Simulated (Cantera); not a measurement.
Cantera with NASA thermochemical tables; ideal gases at 1 bar, condensed phases pure. Values are per mole of reaction as written; species without (g) are pure solids or liquids, kept so even where they would boil at 1 bar.

2 H(g) + Li2O → 2 Li + H2O(g)

```tsv
T (K)	ΔH° (kJ)	ΔS° (J/K)	ΔG° (kJ)	log10 K	condensed phases
300	[?]	[?]	[?]	[?]	Li2O(s), Li(s)
400	-80.6	-24.6	-70.8	9.24	Li2O(s), Li(s)
500	-76.1	-14.8	-68.7	7.18	Li2O(s), Li(l)
600	[?]	[?]	[?]	[?]	Li2O(s), Li(l)
700	-80.1	-21.4	-65.1	4.86	Li2O(s), Li(l)
800	-82.5	-24.6	-62.8	4.10	Li2O(s), Li(l)
900	-85.2	-27.7	-60.2	3.49	Li2O(s), Li(l)
```

**Question.** Fill in the missing entries.

**Answer.** 
- 300, ΔH° (kJ): -79.1
- 300, ΔS° (J/K): -20.4
- 300, ΔG° (kJ): -73.0
- 300, log10 K: 12.72
- 600, ΔH° (kJ): -77.9
- 600, ΔS° (J/K): -18.1
- 600, ΔG° (kJ): -67.1
- 600, log10 K: 5.84
